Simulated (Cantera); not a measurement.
A closed system holds: 1 mol SiCl₄, 0.031 mol CH₄, 5.4 mol H₂, equilibrated at 2075 °C and 1000 Pa.

These are equilibrium values from Cantera (NASA tables, ideal gas, pure condensed phases), not measurements of a reactor. Candidate condensed phases: C, C₆H₆, C₇H₈, C₈H₁₈, Si, SiC; 109 gas species. The tables' values for SiCl, SiCl₃ are old estimates; treat these amounts as uncertain. Gases not in the tables: Si₂H₆ and higher silanes. Equilibrium is a limit: real reactors are often held back by kinetics, nucleation or transport.

Base state: H₂ 0.469, HCl 0.290, H 0.0846, SiCl₂ 0.0713, Cl 0.0375, Si 0.0335, SiCl 0.0101, Si₂C 0.00164 (mole fractions); condensed: gas only.

What changes in the equilibrium state with this change: SiCl₄ replaced by SiH₄?


| species | before | after |
|---|---|---|
| H₂ | 0.469 | 0.783 |
| H | 0.0846 | 0.109 |
| Si | 0.0335 | 0.0992 |
| HCl | 0.290 | 0 |
| SiCl₂ | 0.0713 | 0 |
| Cl | 0.0375 | 0 |
| SiCl | 0.0101 | 0 |
| SiCl₃ | 0.000247 | 0 |
| Si₃ | 7.22e-6 | 0.000188 |
| C₂H₂ (acetylene) | 0.000332 | 2.78e-5 |
| Si₂ | 0.000166 | 0.00146 |
| SiC₂ | 0.000705 | 0.000105 |

What changes in the equilibrium state with this change: temperature from 2075 °C to 827 °C?


```csv
species,before,after
H₂,0.469,0.779
SiCl₄,6.24e-7,0.105
HCl,0.290,0.0742
Si,0.0335,<1e-9
SiCl,0.0101,1.47e-9
Cl,0.0375,1.95e-8
H,0.0846,2.28e-7
SiHCl₃,7.07e-7,0.0163
SiCl₃,0.000247,0.0103
SiCl₂,0.0713,0.0141
Si₂C,0.00164,<1e-9
SiH,0.000774,<1e-9
SiC₂,0.000705,<1e-9
C₂H₂ (acetylene),0.000332,<1e-9
Si₂,0.000166,<1e-9
"SiC(s), mol",0,0.0310
```
The tables' values for SiCl₃ are old estimates; treat these amounts as uncertain.
